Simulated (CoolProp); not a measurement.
Vapour-liquid equilibrium of benzene (1) + n-octane (2) at 495.3 K; x and y are mole fractions of (1).

The numbers come from the multi-fluid Helmholtz-energy mixture model, Thol 2012 and Beckmüller 2019; pair parameters Bell 2016 in CoolProp.

### Question
Give the bubble pressure and the first vapour's composition at x = 0.05, 0.2, 0.65. Is there an azeotrope?

### Answer
x = 0.05: 8.783 bar, y = 0.096; x = 0.2: 10.62 bar, y = 0.333; x = 0.65: 16.15 bar, y = 0.770. No azeotrope shows between x = 0.05 and 0.95.

The pair parameters rest on a limited set of measurements; away from them the model extrapolates.
